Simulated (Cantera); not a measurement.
Mixture: 16.8 % H₂, 10.5 % O₂, 72.7 % N₂, at 9.87 atm, adiabatic and at constant pressure. Ignition delay is the time to a rise of 400 K.

Computed with Cantera and the H2/O2 subset of GRI-Mech 3.0, which has no nitrogen chemistry. The hydrogen kinetics of GRI-Mech 3.0 are dated; newer H2 mechanisms differ, most at raised pressure. Below about 950 K walls govern HO2 and H2O2 in real vessels.

Problem. At T0 = 1298 K, what is the delay, and which 7 reactions control it most (d ln τ / d ln k, from doubling and halving each rate constant)?

Solution. The delay is 7.68 µs.
```
reaction                  d ln τ / d ln k   faster rate
------------------------  ---------------  ------------
H + O2 <=> O + OH                   -1.74   shortens it
H + O2 + N2 <=> HO2 + N2             0.94  lengthens it
H + O2 + M <=> HO2 + M               0.30  lengthens it
H2 + O <=> H + OH                   -0.21   shortens it
H + HO2 <=> 2 OH                    -0.11   shortens it
H2 + OH <=> H + H2O                 -0.11   shortens it
H + O2 + O2 <=> HO2 + O2             0.09  lengthens it
```
